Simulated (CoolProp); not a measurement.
Normal hydrogen at 298.15 K and 1.32 MPa flows at 9.5 m/s in a round tube of 100 mm bore and 15 µm roughness, fully developed (64/Re and Nu = 3.66 if laminar; Colebrook and Gnielinski if turbulent). Each further row changes one setting.

Model: reference Helmholtz-energy equation of state, Leachman 2009, in CoolProp.

```json
[
 {"case": "as stated", "Reynolds number": "114000", "Darcy friction factor": "0.0183", "pressure drop (Pa/m)": "8.82", "heat-transfer coefficient (W/(m² K))": "382", "mass flow (kg/h)": "286"},
 {"case": "velocity 19 m/s", "Reynolds number": "227000", "Darcy friction factor": "0.0165", "pressure drop (Pa/m)": "31.6", "heat-transfer coefficient (W/(m² K))": "683", "mass flow (kg/h)": "572"},
 {"case": "diameter 200 mm", "Reynolds number": "227000", "Darcy friction factor": "0.0159", "pressure drop (Pa/m)": "3.82", "heat-transfer coefficient (W/(m² K))": "329", "mass flow (kg/h)": "1140"}
]
```

Viscosity comes from a separate model (Muzny 2013). Thermal conductivity comes from a separate model (Assael 2011).
